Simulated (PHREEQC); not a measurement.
A solution holds 0.013 mol CuCl2, 0.011 mol HBF4 and 0.051 mol NaCl per kg of water, at 20 °C. Closed to the air; pH follows from the charge balance.

The numbers come from PHREEQC with the ion-association model, phreeqc.dat.

No solid was allowed to form.

**Question.** Order these F species by the share of F that they hold, largest first: HF, F-, BF3OH-, BF2(OH)2-, BF4-.

**Answer.** BF4- (82 %), HF (12 %), BF3OH- (3.8 %), F- (1.3 %), BF2(OH)2- (0.55 %)

**Question.** Order these Cu species by the share of Cu that they hold, largest first: CuF+, CuCl+, CuCl2, Cu+2.

**Answer.** Cu+2 (93 %), CuCl+ (6.0 %), CuF+ (0.38 %), CuCl2 (0.14 %)

The pH is 2.07 and the ionic strength 0.0987 mol/kgw. Real BF4- forms and hydrolyses slowly; the run takes it at equilibrium.
